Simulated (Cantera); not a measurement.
What does this Cantera script print?

```python
import numpy as np
import cantera as ct

gas_names = """
    N N2 Si SiN Si2 Si2N Si3
""".split()
cond_names = """
    Si(cr) Si(L) Si3N4(a)
""".split()


# ... load() reads the species with a 1 bar reference pressure and builds the phases ...
atoms = {
    'Si3N4': {'Si': 3, 'N': 4},
    'N2': {'N': 2},
}
top_T = {'Si3N4(a)': 2400}  # K; cautious upper limits of use, not melting points


# ... equilibrate(T, P, feed) seeds the gas with the atoms and calls Mixture.equilibrate('TP', solver="vcs", rtol=1e-11, max_steps=5000) ...
results = []
feed = {'Si3N4': 1, 'N2': 0.4}  # mol
T = 1725  # K
for P in [1, 4.6, 22, 100, 460, 2200, 10000, 46000, 220000, 1000000]:
    mix = equilibrate(T, P, feed)
    results.append((T, P, feed, dict(zip(mix.species_names, mix.species_moles))))

top = {s: max(r[3][s] / sum(r[3][g] for g in gas_names) for r in results) for s in gas_names}
cols = sorted((s for s in top if top[s] > 1e-06), key=lambda s: -top[s])[:9]
seen = [c for c in cond_names if any(r[3].get(c, 0) > 1e-12 for r in results)]
print("log10 of partial pressures in bar; condensed amounts in mol")
print(f"{'P/Pa':>10s}" + "".join(f"{s[:9]:>10s}" for s in cols + seen))
for T, P, feed, n in results:
    ng = sum(n[g] for g in gas_names)
    print(f"{P:10.4g}" + "".join(f"{np.log10(max(n[s] / ng * P / 1e5, 1e-99)):10.3f}" for s in cols)
          + "".join(f"{n.get(c, 0):10.4g}" for c in seen))
```

It prints:

```
log10 of partial pressures in bar; condensed amounts in mol
      P/Pa        N2        Si       Si2      Si2N       SiN       Si3     Si(L)  Si3N4(a)
         1    -5.047    -5.993    -8.315    -8.527    -8.770    -8.920     2.723         0
       4.6    -4.347    -5.993    -8.315    -8.177    -8.420    -8.920     2.944         0
        22    -3.660    -5.993    -8.315    -7.833    -8.077    -8.920     2.988         0
       100    -3.000    -5.993    -8.315    -7.503    -7.747    -8.920     2.997         0
       460    -2.337    -6.176    -8.679    -7.536    -7.598    -9.467         0         1
      2200    -1.658    -6.629    -9.586    -8.103    -7.711   -10.826         0         1
     1e+04    -1.000    -7.067   -10.463    -8.651    -7.820   -12.141         0         1
   4.6e+04    -0.337    -7.509   -11.346    -9.203    -7.931   -13.467         0         1
   2.2e+05     0.342    -7.962   -12.252    -9.769    -8.044   -14.826         0         1
     1e+06     1.000    -8.401   -13.129   -10.317    -8.154   -16.141         0         1
```

Equilibrium computed with Cantera from the NASA thermochemical tables; the gas is ideal and each condensed phase is pure. The tables' values for SiN are old estimates; treat these amounts as uncertain.
